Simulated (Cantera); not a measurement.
A closed system holds: 1 mol Fe₂O₃, 2.8 mol HCl, a varied amount of H₂, equilibrated at 1198.15 K and 13300 Pa.

Method: chemical equilibrium by Gibbs-energy minimisation in Cantera with the NASA 1993 tables (ideal gas, pure condensed phases). Candidate condensed phases: Fe, FeCl₂, FeCl₃, FeO, Fe(OH)₂, Fe(OH)₃, Fe₂O₃, Fe₃O₄, H₂O; 22 gas species. Mutual solubility and eutectic melting of coexisting phases are not modelled. The tables' stoichiometric FeO is somewhat more stable than real wüstite, so its field is too wide. FeO: taken at fixed stoichiometry. The numbers say what is thermodynamically allowed, not how fast it happens.

### Question
Which condensed phases are stable at each of these points (n(H₂) (mol)): 0.77, 0.93, 1.1, 1.4, 1.6, 2, 2.4, 2.9, 3.5?

### Answer
```csv
n(H₂) (mol),condensed phases,Fe condensed (%)
0.77,FeO(s) + Fe₃O₄(s),80.6
0.93,FeO(s) + Fe₃O₄(s),81.9
1.1,FeO(s),82.7
1.4,FeO(s),82.7
1.6,FeO(s),82.7
2,FeO(s),82.7
2.4,FeO(s),82.7
2.9,FeO(s),82.8
3.5,FeO(s),82.8
```

From 0.77 mol H₂ to 0.93 mol H₂ the condensed part is FeO(s) + Fe₃O₄(s). From 1.1 mol H₂ to 3.5 mol H₂ the condensed part is FeO(s).
